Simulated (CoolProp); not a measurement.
Vapour-liquid equilibrium of sulfur hexafluoride (1) + CH2F2 (R32) (2) at 17.3 bar; x and y are mole fractions of (1).

Values from CoolProp's multi-fluid Helmholtz-energy mixture model, Guder 2009 and Tillner-Roth 1997; pair parameters Bell 2016.

Task: Give the bubble temperature and the first vapour's composition at x = 0.15, 0.55, 0.95. Is there an azeotrope?

Result: x = 0.15: 281.8 K, y = 0.395; x = 0.55: 274.6 K, y = 0.588; x = 0.95: 281.6 K, y = 0.894. y crosses x between x = 0.55 and 0.65: the model has an azeotrope there.

Pair parameters are fitted to limited data, so mixtures are less certain than the pure fluids. With so large a gap from Raoult's law the liquid may split in two, which this calculation doesn't test in full.
